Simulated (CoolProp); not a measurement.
Vapour-liquid equilibrium of R22 (1) + R142b (2) at 83.3 kPa; x and y are mole fractions of (1).

Computed with CoolProp (multi-fluid Helmholtz-energy mixture model, Kamei 1995 and Lemmon 2006; pair parameters Bell 2016).

### Question
Give the bubble temperature and the first vapour's composition at x = 0.2, 0.575, 0.95. Is there an azeotrope?

### Answer
x = 0.2: -23.7 °C, y = 0.472; x = 0.575: -35.6 °C, y = 0.843; x = 0.95: -44.0 °C, y = 0.990. No azeotrope shows between x = 0.05 and 0.95.

The pair parameters rest on a limited set of measurements; away from them the model extrapolates.
